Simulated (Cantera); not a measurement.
## Formation from one mole of O₂

Cantera with NASA thermochemical tables; ideal gases at 1 bar, condensed phases pure. Values are per mole of reaction as written; species without (g) are pure solids or liquids, kept so even where they would boil at 1 bar.

2 Ti + O₂(g) → 2 TiO(g)

| T (K) | ΔH° (kJ) | ΔS° (J/K) | ΔG° (kJ) | log10 K | condensed phases |
|---|---|---|---|---|---|
| 300 | 108.8 | 200.3 | 48.7 | -8.48 | Ti(α) |
| 898 | 98.5 | 182.1 | -65.0 | 3.78 | Ti(α) |
| 998 | 96.2 | 179.6 | -83.1 | 4.35 | Ti(α) |
| 1098 | 93.2 | 176.8 | -100.9 | 4.80 | Ti(α) |
| 1198 | 82.4 | 167.4 | -118.2 | 5.15 | Ti(β) |
| 1298 | 80.6 | 165.9 | -134.8 | 5.43 | Ti(β) |
| 1398 | 78.5 | 164.4 | -151.3 | 5.65 | Ti(β) |
| 1498 | 76.1 | 162.7 | -167.7 | 5.85 | Ti(β) |
| 1598 | 73.3 | 161.0 | -183.9 | 6.01 | Ti(β) |
| 1698 | 70.3 | 159.1 | -199.9 | 6.15 | Ti(β) |

Zr + O₂(g) → ZrO₂(g)

| T (K) | ΔH° (kJ) | ΔS° (J/K) | ΔG° (kJ) | log10 K | condensed phases |
|---|---|---|---|---|---|
| 300 | -286.2 | 29.7 | -295.1 | 51.38 | Zr(α) |
| 898 | -290.3 | 22.3 | -310.2 | 18.05 | Zr(α) |
| 998 | -291.2 | 21.3 | -312.4 | 16.35 | Zr(α) |
| 1098 | -292.2 | 20.3 | -314.5 | 14.96 | Zr(α) |
| 1198 | -297.1 | 16.0 | -316.3 | 13.79 | Zr(β) |
| 1298 | -297.8 | 15.4 | -317.8 | 12.79 | Zr(β) |
| 1398 | -298.7 | 14.8 | -319.3 | 11.93 | Zr(β) |
| 1498 | -299.5 | 14.2 | -320.8 | 11.19 | Zr(β) |
| 1598 | -300.5 | 13.6 | -322.2 | 10.53 | Zr(β) |
| 1698 | -301.5 | 12.9 | -323.5 | 9.95 | Zr(β) |

Nb + O₂(g) → NbO₂(g)

| T (K) | ΔH° (kJ) | ΔS° (J/K) | ΔG° (kJ) | log10 K |
|---|---|---|---|---|
| 300 | -200.0 | 31.2 | -209.4 | 36.46 |
| 898 | -204.2 | 23.3 | -225.1 | 13.09 |
| 998 | -204.9 | 22.5 | -227.4 | 11.90 |
| 1098 | -205.6 | 21.9 | -229.6 | 10.92 |
| 1198 | -206.4 | 21.2 | -231.8 | 10.10 |
| 1298 | -207.2 | 20.5 | -233.8 | 9.41 |
| 1398 | -208.1 | 19.9 | -235.9 | 8.81 |
| 1498 | -209.0 | 19.2 | -237.8 | 8.29 |
| 1598 | -210.0 | 18.6 | -239.7 | 7.84 |
| 1698 | -211.1 | 17.9 | -241.5 | 7.43 |

2 B + O₂(g) → B₂O₂(g)

| T (K) | ΔH° (kJ) | ΔS° (J/K) | ΔG° (kJ) | log10 K |
|---|---|---|---|---|
| 300 | -456.0 | 25.8 | -463.8 | 80.75 |
| 898 | -457.6 | 24.1 | -479.3 | 27.88 |
| 998 | -458.3 | 23.4 | -481.7 | 25.21 |
| 1098 | -459.0 | 22.7 | -484.0 | 23.02 |
| 1198 | -459.8 | 22.0 | -486.2 | 21.20 |
| 1298 | -460.6 | 21.4 | -488.4 | 19.65 |
| 1398 | -461.5 | 20.7 | -490.5 | 18.33 |
| 1498 | -462.4 | 20.1 | -492.5 | 17.17 |
| 1598 | -463.4 | 19.5 | -494.5 | 16.16 |
| 1698 | -464.4 | 18.9 | -496.4 | 15.27 |
